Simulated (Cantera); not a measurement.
An isothermal, constant-pressure homogeneous reactor starts with CH₄ : H₂O : H₂ = 1 : 1.2 : 0.096 (molar parts), at 1550 K and 10.0 bar. Integrator tolerance rtol = 1e-08.

Model: GRI-Mech 3.0 (53 species, 325 reactions), integrated in Cantera.

Question: What does this change do: CH4 1 to 7.8 parts?

Answer: 
| quantity | before | after |
|---|---|---|
| x(CH₄) at 1.00 s | 0.184 (gas-phase equilibrium 0.000493) | 0.362 (gas-phase equilibrium 0.347) |
| x(H₂O) at 1.00 s | 0.311 (gas-phase equilibrium 0.0423) | 0.0649 (gas-phase equilibrium 7.15e-6) |
| x(H₂) at 1.00 s | 0.387 (gas-phase equilibrium 0.725) | 0.419 (gas-phase equilibrium 0.482) |
| x(CH₂) at 1.00 s | 1.41e-9 (gas-phase equilibrium 1.22e-12) | 2.00e-9 (gas-phase equilibrium 1.29e-9) |
| x(CO₂) at 1.00 s | 0.0174 (gas-phase equilibrium 0.00476) | 0.00163 (gas-phase equilibrium 4.87e-7) |
GRI-Mech 3.0 stops at C3 and has no aromatics, soot or wall deposition, so with more carbon than oxygen in the feed, carbon stays in small species such as C2H2 where larger ones or solid carbon would form.

Question: What does this change do: temperature 1550 to 1473 K?

Answer: 
```
quantity                                            before                                    after
----------------  ----------------------------------------  ---------------------------------------
x(CH₄) at 1.00 s    0.184 (gas-phase equilibrium 0.000493)    0.245 (gas-phase equilibrium 0.00122)
x(H₂O) at 1.00 s      0.311 (gas-phase equilibrium 0.0423)     0.419 (gas-phase equilibrium 0.0425)
x(H₂) at 1.00 s        0.387 (gas-phase equilibrium 0.725)      0.257 (gas-phase equilibrium 0.724)
x(CH₂) at 1.00 s  1.41e-9 (gas-phase equilibrium 1.22e-12)  5.44e-10 (gas-phase equilibrium <1e-12)
x(CO₂) at 1.00 s    0.0174 (gas-phase equilibrium 0.00476)  0.00899 (gas-phase equilibrium 0.00538)
```

Question: What does this change do: temperature 1550 to 1675 K?

Answer: 
```csv
quantity,before,after
x(CH₄) at 1.00 s,0.184 (gas-phase equilibrium 0.000493),0.0686 (gas-phase equilibrium 0.000134)
x(H₂O) at 1.00 s,0.311 (gas-phase equilibrium 0.0423),0.134 (gas-phase equilibrium 0.0426)
x(H₂) at 1.00 s,0.387 (gas-phase equilibrium 0.725),0.606 (gas-phase equilibrium 0.724)
x(CH₂) at 1.00 s,1.41e-9 (gas-phase equilibrium 1.22e-12),3.70e-9 (gas-phase equilibrium 5.16e-12)
x(CO₂) at 1.00 s,0.0174 (gas-phase equilibrium 0.00476),0.0112 (gas-phase equilibrium 0.00406)
```
